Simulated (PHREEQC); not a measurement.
# Nickel, zinc or cadmium bath: an equilibrium model

Solution (20 °C): 0.19 mol CdSO4, 0.00023 mol NaOH and 0.00063 mol H2SO4 per kg of water. Closed to the air; pH follows from the charge balance.

All values are PHREEQC results (ion-association model, phreeqc.dat), not measurements.

This is a speciation only: nothing precipitates in the calculation.

Problem. Estimate the pH, ionic strength, density.

Solution. pH 3.41; ionic strength 0.332 mol/kgw; density 1.036 g/cm³.

Problem. In which forms is Cd present?

Solution. Cd+2 44 %, CdSO4 38 %, Cd(SO4)2-2 19 % of the Cd.
